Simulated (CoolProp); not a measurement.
Fluoroethane (R161) along the isobar 5000 kPa: density (kg/m³) from the reference equation and from simpler models built on Tc = 102.1 °C, pc = 5010 kPa, ω = 0.216; each cubic takes its own stable root.

Model: reference Helmholtz-energy equation of state, Wu 2012, in CoolProp.

```json
[
 {"T (°C)": "-68.65", "phase": "liquid", "reference": "864.3", "van der Waals": "501.1", "Redlich-Kwong": "735.5", "Soave-Redlich-Kwong": "748.6", "Peng-Robinson": "842.6"},
 {"T (°C)": "-55.25", "phase": "liquid", "reference": "847.0", "van der Waals": "491.2", "Redlich-Kwong": "718.2", "Soave-Redlich-Kwong": "732.9", "Peng-Robinson": "825.6"},
 {"T (°C)": "-41.85", "phase": "liquid", "reference": "829.2", "van der Waals": "480.9", "Redlich-Kwong": "699.8", "Soave-Redlich-Kwong": "715.9", "Peng-Robinson": "807.3"},
 {"T (°C)": "-28.45", "phase": "liquid", "reference": "810.8", "van der Waals": "470.1", "Redlich-Kwong": "680.2", "Soave-Redlich-Kwong": "697.6", "Peng-Robinson": "787.4"},
 {"T (°C)": "-15.15", "phase": "liquid", "reference": "791.5", "van der Waals": "458.7", "Redlich-Kwong": "659.5", "Soave-Redlich-Kwong": "678.0", "Peng-Robinson": "765.8"},
 {"T (°C)": "-1.75", "phase": "liquid", "reference": "770.7", "van der Waals": "446.5", "Redlich-Kwong": "637.1", "Soave-Redlich-Kwong": "656.5", "Peng-Robinson": "742.0"},
 {"T (°C)": "11.65", "phase": "liquid", "reference": "748.2", "van der Waals": "433.4", "Redlich-Kwong": "613.0", "Soave-Redlich-Kwong": "633.0", "Peng-Robinson": "715.8"},
 {"T (°C)": "25.05", "phase": "liquid", "reference": "723.6", "van der Waals": "419.2", "Redlich-Kwong": "586.9", "Soave-Redlich-Kwong": "607.0", "Peng-Robinson": "686.7"},
 {"T (°C)": "38.45", "phase": "liquid", "reference": "696.1", "van der Waals": "403.5", "Redlich-Kwong": "558.1", "Soave-Redlich-Kwong": "578.0", "Peng-Robinson": "653.8"},
 {"T (°C)": "51.75", "phase": "liquid", "reference": "665.2", "van der Waals": "385.9", "Redlich-Kwong": "526.2", "Soave-Redlich-Kwong": "545.2", "Peng-Robinson": "616.3"},
 {"T (°C)": "65.15", "phase": "liquid", "reference": "629.0", "van der Waals": "365.3", "Redlich-Kwong": "489.1", "Soave-Redlich-Kwong": "506.6", "Peng-Robinson": "571.8"},
 {"T (°C)": "78.55", "phase": "liquid", "reference": "584.9", "van der Waals": "339.7", "Redlich-Kwong": "444.0", "Soave-Redlich-Kwong": "459.0", "Peng-Robinson": "516.4"}
]
```
